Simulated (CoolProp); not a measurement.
Properties of R113 along the isotherm 500 K (Tc = 487.2 K, pc = 3.392 MPa, ω = 0.253).

The numbers come from the reference Helmholtz-energy equation of state, Marx 1992 in CoolProp.

```tsv
p (MPa)	phase	Z	speed of sound (m/s)
0.17	gas	0.9844	?
0.339	gas	0.9685	149.0
0.509	gas	0.9522	146.8
0.678	gas	0.9356	144.5
0.848	gas	0.9185	?
1.02	gas	0.9007	139.7
1.19	gas	0.8827	137.2
1.36	gas	0.8641	134.6
1.53	gas	0.8448	?
1.7	gas	0.8249	?
```

**Question.** What belongs in the gaps?

**Answer.** 
- 0.17, speed of sound (m/s): 151.1
- 0.848, speed of sound (m/s): 142.2
- 1.53, speed of sound (m/s): 131.9
- 1.7, speed of sound (m/s): 129.1
